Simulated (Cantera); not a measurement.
Charge: 1 mol SiH2Cl2, 0.64 mol O2, 0.8 mol H2, equilibrated at 16.0 Pa.

Method: chemical equilibrium by Gibbs-energy minimisation in Cantera with the NASA 1993 tables (ideal gas, pure condensed phases). Candidate condensed phases: H2O, Si, SiO2; 30 gas species. The tables hold silica as quartz up to 1696 K and as liquid above; real silica turns to tridymite and cristobalite and melts near 1996 K. Equilibrium is a limit: real reactors are often held back by kinetics, nucleation or transport.

### Question
What share of the Si ends up in condensed phases as a function of T (K), at 775, 875, 975, 1075, 1175, 1275, 1375, 1475, 1575, 1675, 1775, 1875, 1975, 2075?

### Answer
```tsv
T (K)	Si condensed (%)	as
775	64.0	SiO2(α-quartz)
875	64.0	SiO2(β-quartz)
975	64.0	SiO2(β-quartz)
1075	64.0	SiO2(β-quartz)
1175	63.9	SiO2(β-quartz)
1275	62.9	SiO2(β-quartz)
1375	55.4	SiO2(β-quartz)
1475	36.2	SiO2(β-quartz)
1575	28.5	SiO2(β-quartz)
1675	27.6	SiO2(β-quartz)
1775	24.8	SiO2(condensed)
1875	11.5	SiO2(condensed)
1975	0.0	-
2075	0.0	-
```
